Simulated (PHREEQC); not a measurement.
A made-up water analysis in mg/kgw, 25 °C, pH 3.92, pe 10.1:

| constituent | mg/kgw |
|---|---|
| Na | 37.8 |
| K | 2.75 |
| Ca | 10.6 |
| Mg | 59.2 |
| Cl | 73.5 |
| S(6) as SO4 | 257 |
| Ni | 0.049 |
| Cu(2) | 6.18 |
| Mn(2) | 0.103 |
| Fe(3) | 1.02 |

Na is adjusted to close the charge balance.
Valence states are taken as typed.

The numbers come from PHREEQC with the ion-association model, wateq4f.dat.

Each row changes one thing in this solution. This is a speciation only: nothing precipitates in the calculation.

```
case                                               ionic strength (mol/kgw)  SO4-2 (mol/kgw)  Mg+2 (mol/kgw)  Ca+2 (mol/kgw)  Cu+2 (mol/kgw)  HSO4- (mol/kgw)  SI of Jarosite-Na (NaFe3(SO4)2(OH)6)  SI of Jarosite-K (KFe3(SO4)2(OH)6)
-------------------------------------------------  ------------------------  ---------------  --------------  --------------  --------------  ---------------  ------------------------------------  ----------------------------------
as made                                                              0.0109          0.00215         0.00200        0.000223         8.13e-5          1.84e-5                                 -1.24                               +1.34
temperature from 25 to 90 °C at the same typed pH                   0.00873          0.00159      (withheld)        0.000217         7.79e-5       (withheld)                            (withheld)                          (withheld)
Mg from 59.2 to 29.6 mg/kgw                                      (withheld)          0.00232        0.000981        0.000220         8.01e-5          2.00e-5                                 -0.76                               +1.41
```

Question: Fill in the missing entries.

Answer: 
- temperature from 25 to 90 °C at the same typed pH, Mg+2 (mol/kgw): 0.00150
- temperature from 25 to 90 °C at the same typed pH, HSO4- (mol/kgw): 7.36e-5
- temperature from 25 to 90 °C at the same typed pH, SI of Jarosite-Na (NaFe3(SO4)2(OH)6): -2.99
- temperature from 25 to 90 °C at the same typed pH, SI of Jarosite-K (KFe3(SO4)2(OH)6): -1.04
- Mg from 59.2 to 29.6 mg/kgw, ionic strength (mol/kgw): 0.0104

Some of these states are supersaturated (in Jarosite-K, Hematite (slow to form), Goethite (slow to form), for instance). At this temperature some constants are extrapolated from 25 °C, and those without enthalpy data are left unchanged.
